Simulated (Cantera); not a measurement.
An adiabatic, constant-pressure homogeneous reactor starts with H2 : O2 : N2 = 1 : 0.526 : 4.58 (molar parts), at 1373 K and 3080 Torr.

Detailed kinetics in Cantera: GRI-Mech 3.0 (53 species, 325 reactions). The hydrogen kinetics of GRI-Mech 3.0 are dated; newer H2 mechanisms differ, most at raised pressure.

**Question.** Predict: time of steepest temperature rise; temperature at 2.00 s; equilibrium temperature; x(H2) at 2.00 s; x(O2) at 2.00 s; x(NO) at 2.00 s; x(H2O) at 2.00 s; x(NO2) at 2.00 s; x(N2O) at 2.00 s; x(HO2) at 2.00 s.

**Answer.** 
```
Property                                                            Result
---------------------------------  ---------------------------------------
time of steepest temperature rise                                  9.64 µs
temperature at 2.00 s                                               2457 K
equilibrium temperature                                             2457 K
x(H2) at 2.00 s                    0.00585 (gas-phase equilibrium 0.00585)
x(O2) at 2.00 s                    0.00478 (gas-phase equilibrium 0.00478)
x(NO) at 2.00 s                    0.00327 (gas-phase equilibrium 0.00327)
x(H2O) at 2.00 s                       0.169 (gas-phase equilibrium 0.169)
x(NO2) at 2.00 s                   9.28e-7 (gas-phase equilibrium 9.28e-7)
x(N2O) at 2.00 s                   3.73e-7 (gas-phase equilibrium 3.73e-7)
x(HO2) at 2.00 s                   1.38e-6 (gas-phase equilibrium 1.38e-6)
```
